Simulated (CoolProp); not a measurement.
Vapour-liquid equilibrium of R125 (1) + dimethyl ether (2) at 0.00703 MPa; x and y are mole fractions of (1).

Model: multi-fluid Helmholtz-energy mixture model, Lemmon 2005 and Wu 2011; pair parameters Bell 2016, in CoolProp.

```csv
x,"bubble temperature, mixture model (K)","bubble temperature, Raoult's law (K)","y, mixture model","y, Raoult's law"
0.05,200.2,198.9,0.080,0.162
0.15,199.1,195.9,0.243,0.399
0.25,197.8,193.4,0.408,0.561
0.35,196.2,191.3,0.567,0.677
0.45,194.2,189.6,0.709,0.763
0.55,191.9,188.0,0.822,0.830
0.65,189.6,186.6,0.903,0.882
0.75,187.2,185.3,0.954,0.924
0.85,185.1,184.2,0.983,0.959
0.95,183.4,183.2,0.997,0.987
```

The largest gap from Raoult's law is +4.9 K in bubble temperature, at x = 0.35. No azeotrope shows between x = 0.05 and 0.95.

The pair parameters rest on a limited set of measurements; away from them the model extrapolates.
